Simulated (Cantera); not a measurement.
A perfectly stirred reactor is fed with 92.3 % N₂O, 7.66 % O₂, at 10.00 Torr; it is held at 1250 K, and followed from long to short residence time.

Model: GRI-Mech 3.0 (53 species, 325 reactions), integrated in Cantera. GRI-Mech 3.0 was tuned for natural gas; its chemistry of N2O as a main component is partial and can be far from experiment. Radical loss at walls, strong at low pressure, is not modelled. The mechanism lacks the step 2 NO + O2 → 2 NO2, which can matter for NO2 below about 1400 K. The temperature is held fixed by assumption; the heat of reaction is taken as removed at once.

Predict: x(N₂O) at τ = 7.60 s; x(O₂) at τ = 7.60 s; x(O) at τ = 7.60 s; x(NO) at τ = 7.60 s; x(NO₂) at τ = 7.60 s; x(N₂O) at τ = 0.240 s; x(O₂) at τ = 0.240 s; x(O) at τ = 0.240 s; x(NO) at τ = 0.240 s; x(NO₂) at τ = 0.240 s.


```json
{
  "x(N₂O) at τ = 7.60 s": "0.753",
  "x(O₂) at τ = 7.60 s": "0.123",
  "x(O) at τ = 7.60 s": "3.85e-6",
  "x(NO) at τ = 7.60 s": "0.0147",
  "x(NO₂) at τ = 7.60 s": "2.77e-6",
  "x(N₂O) at τ = 0.240 s": "0.917",
  "x(O₂) at τ = 0.240 s": "0.0784",
  "x(O) at τ = 0.240 s": "3.85e-6",
  "x(NO) at τ = 0.240 s": "0.000565",
  "x(NO₂) at τ = 0.240 s": "3.38e-8"
}
```
